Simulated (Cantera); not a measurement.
Mixture: 24.2 % H₂, 15.9 % O₂, 59.8 % N₂, at 6680 Torr, adiabatic and at constant pressure. Ignition delay is the time to a rise of 400 K.

Detailed kinetics in Cantera: GRI-Mech 3.0 (53 species, 325 reactions). The hydrogen kinetics of GRI-Mech 3.0 are dated; newer H2 mechanisms differ, most at raised pressure.

Q: At T0 = 1325 K, what is the delay, and which 5 reactions control it most (d ln τ / d ln k, from doubling and halving each rate constant)?

A: The delay is 4.09 µs.
```tsv
reaction	d ln τ / d ln k	faster rate
H + O2 <=> O + OH	-1.37	shortens it
H + O2 + N2 <=> HO2 + N2	0.40	lengthens it
H + O2 + M <=> HO2 + M	0.26	lengthens it
H2 + O <=> H + OH	-0.20	shortens it
H2 + OH <=> H + H2O	-0.11	shortens it
```
